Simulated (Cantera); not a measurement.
**Equilibrium for boron, boron nitride and boron oxide: borazine + N2**

Charge: 1 mol borazine, 2.8 mol N2, at 777 °C and 18000 Pa.

Method: chemical equilibrium by Gibbs-energy minimisation in Cantera with the NASA 1993 tables (ideal gas, pure condensed phases). Candidate condensed phases: B, BN; 15 gas species. The feed counts by its element totals alone. Kinetics and transport are ignored.

| Quantity | Value |
|---|---|
| x(H2) | 0.517 |
| x(N2) | 0.483 |
| x(NH3) | 1.97e-5 |
| n(BN(s)) | 3.00 mol |
| gas amount | 5.800 mol |
| log10 activity of B(s) (absent) | -7.34 |
